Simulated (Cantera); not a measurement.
Feed: 1 mol trisilylamine, 0.83 mol N2, at 30.0 mbar.

Equilibrium computed with Cantera from the NASA thermochemical tables; the gas is ideal and each condensed phase is pure. Candidate condensed phases: Si, Si3N4; 18 gas species. The feed counts by its element totals alone. Mutual solubility and eutectic melting of coexisting phases are not modelled. The tables' values for SiN are old estimates; treat these amounts as uncertain. Gases not in the tables: Si2H6 and higher silanes. Rates play no part.

x: gas mole fraction; n: condensed amount in mol.

| T (°C) | x H2 | x N2 | x H | x Si | x SiH | x SiH2 | x Si2N | n Si(s) | n Si3N4(s) | n Si(l) |
|---|---|---|---|---|---|---|---|---|---|---|
| 827 | 1.00 | 3.21e-8 | 1.49e-7 | <1e-12 | 4.12e-12 | 1.32e-9 | <1e-12 | 1.00 | 0.665 | 0 |
| 927 | 1.000 | 9.50e-7 | 1.14e-6 | ? | 1.20e-10 | 1.19e-8 | <1e-12 | 1.01 | 0.665 | 0 |
| 1027 | 1.000 | 1.66e-5 | 6.39e-6 | ? | 2.07e-9 | 7.65e-8 | 3.96e-12 | 1.01 | 0.665 | 0 |
| 1127 | 1.000 | 0.000191 | 2.81e-5 | ? | 2.37e-8 | 3.77e-7 | 1.76e-10 | 1.01 | 0.665 | 0 |
| 1227 | 0.998 | 0.00158 | 0.000102 | ? | 1.95e-7 | 1.50e-6 | 4.66e-9 | 1.02 | 0.661 | 0 |
| 1327 | 0.990 | 0.00997 | 0.000312 | ? | 1.22e-6 | 4.95e-6 | 8.12e-8 | 1.07 | 0.642 | 0 |
| 1427 | 0.947 | 0.0520 | 0.000828 | ? | 5.90e-6 | 1.34e-5 | 9.77e-7 | 0 | 0.542 | 1.38 |
| 1527 | 0.770 | 0.228 | 0.00181 | ? | 1.84e-5 | 2.31e-5 | 6.23e-6 | 0 | 0 | 3.00 |
| 1627 | 0.768 | 0.228 | 0.00401 | ? | 5.54e-5 | 4.48e-5 | 1.68e-5 | 0 | 0 | 3.00 |
| 1727 | 0.763 | 0.227 | 0.00820 | ? | 0.000149 | 8.10e-5 | 4.09e-5 | 0 | 0 | 2.99 |

What belongs in the gaps?


- 927, x Si: 4.62e-11
- 1027, x Si: 1.44e-9
- 1127, x Si: 2.74e-8
- 1227, x Si: 3.51e-7
- 1327, x Si: 3.25e-6
- 1427, x Si: 2.26e-5
- 1527, x Si: 0.000106
- 1627, x Si: 0.000420
- 1727, x Si: 0.00145
